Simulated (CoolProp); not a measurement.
The fluid at 293.15 K and 15.8 MPa (liquid) is heated at constant pressure to 439.9 K. The same conditions are run with several fluids, on thermodynamics alone (safety and materials aside).

Computed with CoolProp (reference Helmholtz-energy equation of state of each fluid (carbonyl sulfide: Lemmon 2006; R141b: Lemmon 2006; n-pentane: Thol 2019; benzene: Thol 2012; R410A: Lemmon 2003)). Blends and air are pseudo-pure fits.

| fluid | heat (kJ/kg) | final phase | final density (kg/m³) |
|---|---|---|---|
| carbonyl sulfide | 224 | supercritical | 538 |
| R141b | 179 | liquid | 993 |
| n-pentane | 376 | liquid | 506 |
| benzene | 281 | liquid | 741 |
| R410A | 256 | supercritical | 497 |
